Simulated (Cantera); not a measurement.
**Sublimation and decomposition of ceramics: Si3N4 + Si + N2**

Charge: 1 mol Si3N4, 0.0039 mol Si, 0.17 mol N2.

These are equilibrium values from Cantera (NASA tables, ideal gas, pure condensed phases), not measurements of a reactor. Candidate condensed phases: Si, Si3N4; 7 gas species. Kinetics and transport are ignored.

Stable condensed phases:

```
T in °C \ P in Pa
               1      10     100    1000   10000  100000 1000000
   2652        A       A       A       A       A       B       B
   2577        A       A       A       A       B       B       B
   2502        A       A       A       A       B       B       B
   2427        A       A       A       A       B       B       B
   2352        A       A       A       A       B       B       B
   2277        A       A       A       A       B       B       B
   2202        A       A       A       B       B       B       B
   2127        A       A       A       B       B       B       B
   2052        A       A       A       B       B       B       C
   1977        A       A       A       B       B       B       C
   1902        A       A       B       B       B       B       C
   1827        A       A       B       B       B       C       C
   1752        A       A       B       B       B       C       C
   1677        A       B       B       B       C       C       C
```

A: gas only; B: Si; C: Si3N4.
